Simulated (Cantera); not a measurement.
Feed: 1 mol Al(CH3)3, 21 mol N2, 510 mol H2, equilibrated at 1873 K and 0.133 bar.

Method: chemical equilibrium by Gibbs-energy minimisation in Cantera with the NASA 1993 tables (ideal gas, pure condensed phases). Candidate condensed phases: Al, AlN, C, C6H6, C7H8, C8H18; 97 gas species. The feed counts by its element totals alone. Kinetics and transport are ignored.

Base state: H2 0.958, N2 0.0375, H 0.00173, HCN 0.00164, C2H2 (acetylene) 0.000299, Al 0.000166, CH4 7.47e-5, HNC 7.28e-5 (mole fractions); condensed: AlN(s) + C(graphite).

Problem. What changes in the equilibrium state with this change: N2 from 21 to 67 mol?

Solution. 
```csv
species,before,after
H2,0.958,0.882
N2,0.0375,0.113
HCN,0.00164,0.00273
Al,0.000166,9.55e-5
AlH,2.23e-5,1.23e-5
HNC,7.28e-5,0.000121
CH4,7.47e-5,6.32e-5
"AlN(s), mol",0.899,0.937
"C(graphite), mol",1.72,0.984
```

Problem. What changes in the equilibrium state with this change: temperature from 1873 K to 1298 K?

Solution. 
```csv
species,before,after
H2,0.958,0.961
N2,0.0375,0.0383
CH4,7.47e-5,0.000980
H,0.00173,2.88e-6
HCN,0.00164,3.90e-5
Al,0.000166,<1e-9
AlH,2.23e-5,<1e-9
C2H2 (acetylene),0.000299,5.36e-7
HNC,7.28e-5,3.08e-7
"AlN(s), mol",0.899,1.00
"C(graphite), mol",1.72,2.45
```
